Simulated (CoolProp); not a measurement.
A single-stage vapour-compression cycle with R142b: evaporating at 222.15 K (dew point), condensing at 286.15 K (bubble point), superheat 0 K, subcooling 2 K, compressor efficiency 0.8, no pressure losses. Each further row changes one setting.

Computed with CoolProp (reference Helmholtz-energy equation of state, Lemmon 2006). It is a short technical equation, of lower accuracy than the large ones.

```tsv
case	cooling COP	pressure ratio	discharge temperature (K)	refrigerating effect (kJ/kg)	volumetric capacity (kJ/m³)
as stated	2.21	18.1	324.7	170	118
evaporating temperature 227.15 K	2.51	13.5	319.7	173	159
condensing temperature 281.15 K	2.46	15.3	318.2	177	123
subcooling 7 K	2.30	18.1	324.7	177	123
superheat 10 K	2.21	18.1	336.0	177	118
compressor efficiency 0.7	1.94	18.1	336.7	170	118
```
